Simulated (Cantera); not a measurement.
Source: NASA polynomial tables (part measured, part estimated), evaluated in Cantera. Values are per mole of reaction as written; species without (g) are pure solids or liquids, kept so even where they would boil at 1 bar.

Mg(g) + SO2(g) ⇌ O2(g) + MgS

```tsv
T (K)	ΔH° (kJ)	ΔS° (J/K)	ΔG° (kJ)	log10 K
300	-196.0	-141.3	-153.6	26.74
650	-191.4	-131.1	-106.2	8.53
675	-191.1	-130.7	-102.9	7.96
700	-190.8	-130.3	-99.7	7.44
725	-190.5	-129.9	-96.4	6.95
750	___	___	___	___
775	-190.0	-129.1	-89.9	6.06
800	-189.7	-128.7	-86.7	5.66
825	-189.4	-128.4	-83.5	5.29
850	-189.1	-128.0	-80.3	4.93
875	___	___	___	___
```

Problem. What belongs in the gaps?

Solution. 
- 750, ΔH° (kJ): -190.3
- 750, ΔS° (J/K): -129.5
- 750, ΔG° (kJ): -93.2
- 750, log10 K: 6.49
- 875, ΔH° (kJ): -188.8
- 875, ΔS° (J/K): -127.7
- 875, ΔG° (kJ): -77.1
- 875, log10 K: 4.60
